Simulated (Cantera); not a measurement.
A closed system holds: 1 mol CO, 0.23 mol CO₂, held at 1727 °C and 41.0 mbar.

Method: chemical equilibrium by Gibbs-energy minimisation in Cantera with the NASA 1993 tables (ideal gas, pure condensed phases). Candidate condensed phases: C; 12 gas species. Equilibrium is a limit: real reactors are often held back by kinetics, nucleation or transport.

Base state: CO 0.813, CO₂ 0.187 (mole fractions); condensed: gas only.

Q: What changes in the equilibrium state with this change: temperature from 1727 °C to 2402 °C?

A: 
| species | before | after |
|---|---|---|
| CO | 0.813 | 0.823 |
| CO₂ | 0.187 | 0.157 |
| O | 4.96e-6 | 0.0132 |
| O₂ | 2.26e-6 | 0.00676 |
